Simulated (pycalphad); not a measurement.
All values are pycalphad results on the COST 507 light-alloy database (1999) (1 atm), not direct measurements. The database dates from 1999; later assessments differ in places, in temperatures and in the compounds included. Amounts are mole fractions of atoms.

Task: Give the equilibrium state of Al-0.44Si-5.99C (at.%) at 897 °C.

Result: 
```
T = 1170.00 K, P = 101325 Pa, N = 1 mol of atoms
G = -56614 J/mol, H = 29793 J/mol, S = 73.85 J/(mol K)  (SER reference)
chemical potentials (J/mol): Al -55676, Si -87057, C -69033
phase             fraction      x(Al)      x(Si)       x(C)
LIQUID              0.8602     0.9949     0.0051    4.3e-07
AL4C3               0.1398     0.5713   0.000157     0.4286
```

Task: Give the equilibrium state of Al-0.44Si-5.99C (at.%) at 337 °C.

Result: fcc, fraction 0.862, with <0.01 Si, <0.01 C at.%; AL8SIC7, fraction 0.070, with 6.2 Si, 43.8 C at.%; AL4C3, fraction 0.068, with <0.01 Si, 42.9 C at.%.

Database names, with the compositions (at.%) that they take in these runs: AL4C3: Al 57 C 43; AL8SIC7: Al 50 C 44 Si 6.
